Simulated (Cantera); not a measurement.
What does this Cantera script print?

```python
import numpy as np
import cantera as ct

gas_names = """
    AL ALN ALO ALO2 AL2 AL2O AL2O2 N NO NO2 NO3 N2 N2O O O2 O3
""".split()
cond_names = """
    AL(cr) AL(L) ALN(s) AL2O3(a) AL2O3(L)
""".split()


# ... load() reads the species with a 1 bar reference pressure and builds the phases ...
atoms = {
    'Al': {'AL': 1},
    'O2': {'O': 2},
    'N2': {'N': 2},
}
top_T = {'ALN(s)': 2750}  # K; cautious upper limits of use, not melting points


# ... equilibrate(T, P, feed) seeds the gas with the atoms and calls Mixture.equilibrate('TP', solver="vcs", rtol=1e-11, max_steps=5000) ...
results = []
feed = {'Al': 1, 'O2': 2.3, 'N2': 1}  # mol
P = 380  # Pa
for T in [773, 873, 973, 1073, 1173, 1273, 1373, 1473, 1573, 1673, 1773, 1873, 1973]:
    mix = equilibrate(T, P, feed)
    results.append((T, P, feed, dict(zip(mix.species_names, mix.species_moles))))

top = {s: max(r[3][s] / sum(r[3][g] for g in gas_names) for r in results) for s in gas_names}
cols = sorted((s for s in top if top[s] > 1e-05), key=lambda s: -top[s])[:6]
seen = [c for c in cond_names if any(r[3].get(c, 0) > 1e-12 for r in results)]
print("log10 of partial pressures in bar; condensed amounts in mol")
print(f"{'T/K':>10s}" + "".join(f"{s[:9]:>10s}" for s in cols + seen))
for T, P, feed, n in results:
    ng = sum(n[g] for g in gas_names)
    print(f"{T:10.4g}" + "".join(f"{np.log10(max(n[s] / ng * P / 1e5, 1e-99)):10.3f}" for s in cols)
          + "".join(f"{n.get(c, 0):10.4g}" for c in seen))
```

Output:

```
log10 of partial pressures in bar; condensed amounts in mol
       T/K        O2        N2        NO         O  AL2O3(a)
       773    -2.636    -2.827    -8.248   -14.991       0.5
       873    -2.636    -2.827    -7.540   -13.040       0.5
       973    -2.636    -2.827    -6.978   -11.488       0.5
      1073    -2.636    -2.827    -6.521   -10.223       0.5
      1173    -2.636    -2.827    -6.141    -9.173       0.5
      1273    -2.637    -2.827    -5.822    -8.287       0.5
      1373    -2.637    -2.827    -5.548    -7.529       0.5
      1473    -2.637    -2.827    -5.312    -6.873       0.5
      1573    -2.637    -2.828    -5.106    -6.300       0.5
      1673    -2.638    -2.829    -4.925    -5.795       0.5
      1773    -2.639    -2.830    -4.765    -5.347       0.5
      1873    -2.640    -2.831    -4.623    -4.947       0.5
      1973    -2.643    -2.833    -4.496    -4.587       0.5
```

Equilibrium computed with Cantera from the NASA thermochemical tables; the gas is ideal and each condensed phase is pure.
